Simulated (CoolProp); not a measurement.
Properties of CH2F2 (R32) along the isobar 1.89 bar (Tc = 351.3 K, pc = 57.83 bar, ω = 0.277).

The numbers come from the reference Helmholtz-energy equation of state, Tillner-Roth 1997 in CoolProp.

| T (K) | phase | cv (kJ/(kg K)) | isothermal compressibility (1/MPa) | viscosity (µPa s) | conductivity (mW/(m K)) |
|---|---|---|---|---|---|
| 170.4 | liquid | 0.9954 | 0.0007621 | 729 | 226 |
| 175.6 | liquid | 0.9872 | 0.0008102 | 652 | 223 |
| 180.8 | liquid | 0.9796 | 0.0008622 | 587 | 220 |
| 186 | liquid | 0.9727 | 0.0009186 | 532 | 217 |
| 191.2 | liquid | 0.9664 | 0.0009799 | 484 | 214 |
| 196.4 | liquid | 0.9606 | 0.001047 | 442 | 210 |
| 201.6 | liquid | 0.9554 | 0.001120 | 406 | 207 |
| 206.8 | liquid | 0.9509 | 0.001200 | 374 | 204 |
| 212 | liquid | 0.9468 | 0.001288 | 345 | 200 |
| 217.2 | liquid | 0.9433 | 0.001385 | 319 | 196 |
| 222.4 | liquid | 0.9404 | 0.001493 | 296 | 193 |
| 227.6 | liquid | 0.9380 | 0.001613 | 275 | 189 |

Viscosity comes from a separate model (Bell 2016), an estimate that may be off by 10 % or more. Thermal conductivity comes from a separate model (Huber 2003), an estimate that may be off by 10 % or more.
